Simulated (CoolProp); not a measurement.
Properties of carbon dioxide along the isobar 22.7 bar (Tc = 304.1 K, pc = 73.77 bar, ω = 0.224).

The numbers come from the reference Helmholtz-energy equation of state, Span 1996 in CoolProp.

| T (K) | phase | speed of sound (m/s) | expansivity (1/kK) |
|---|---|---|---|
| 280.7 | gas | 238.7 | 6.209 |
| 287.9 | gas | 243.9 | 5.708 |
| 295 | gas | 248.6 | 5.309 |
| 302.2 | gas | 253.2 | 4.971 |
| 309.4 | gas | 257.5 | 4.686 |
| 316.5 | gas | 261.6 | … |
| 323.7 | gas | 265.5 | 4.227 |
| 330.9 | gas | 269.4 | 4.037 |
| 338 | gas | 273.0 | 3.870 |
| 345.2 | gas | 276.6 | 3.717 |
| 352.4 | gas | … | … |
| 359.5 | gas | 283.5 | … |
| 366.7 | gas | 286.8 | 3.340 |
| 373.9 | gas | 290.0 | 3.234 |
| 381 | gas | 293.2 | 3.138 |
| 388.2 | gas | 296.3 | … |

### Question
What belongs in the gaps?

### Answer

- 316.5, expansivity (1/kK): 4.442
- 352.4, speed of sound (m/s): 280.1
- 352.4, expansivity (1/kK): 3.579
- 359.5, expansivity (1/kK): 3.455
- 388.2, expansivity (1/kK): 3.047
